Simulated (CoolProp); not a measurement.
Cyclohexane at 293.15 K and 7.01 MPa is throttled through a valve to 1.88 MPa with no heat exchange. Each further row changes one setting.

The numbers come from the reference Helmholtz-energy equation of state, Zhou 2014 in CoolProp.

| case | temperature change (K) | final density (kg/m³) |
|---|---|---|
| as stated | +2.3 | 778 |
| outlet pressure 0.564 MPa | +2.9 | 776 |
| outlet pressure 2.44 MPa | +2.1 | 779 |
